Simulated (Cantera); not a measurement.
# Ammonia decomposition in nitride growth gas

A perfectly stirred reactor is fed with 7.14 % NH₃, 92.9 % H₂, at 0.0868 atm; it is held at 2250 K, and followed from long to short residence time.

Computed with Cantera and the gas-phase N/H chemistry of the illustrative SiF4/NH3 mechanism in the Surface Chemkin manual (1991). Walls and surfaces, which speed up NH3 decomposition in real reactors, are not modelled.

| τ (s) | x NH₃ | x H₂ | x N₂ | x N | x H | x NH | x NH₂ |
|---|---|---|---|---|---|---|---|
| 0.43 | 0.00172 | 0.954 | 0.0323 | 1.40e-5 | 0.0123 | 2.08e-5 | 6.95e-5 |
| 0.23 | 0.00578 | 0.956 | 0.0304 | 9.46e-6 | 0.00725 | 2.40e-5 | 0.000137 |
| 0.12 | 0.0143 | 0.954 | 0.0264 | 7.15e-6 | 0.00488 | 2.70e-5 | 0.000229 |
| 0.063 | 0.0260 | 0.949 | 0.0209 | 6.21e-6 | 0.00380 | 3.00e-5 | 0.000326 |
| 0.033 | 0.0391 | 0.942 | 0.0148 | 5.68e-6 | 0.00321 | 3.25e-5 | 0.000417 |
| 0.017 | 0.0513 | 0.936 | 0.00910 | 5.21e-6 | 0.00284 | 3.36e-5 | 0.000486 |
| 0.0091 | 0.0599 | 0.932 | 0.00506 | 4.65e-6 | 0.00258 | 3.28e-5 | 0.000520 |
x: mole fraction; the columns are a selection and need not sum to one.
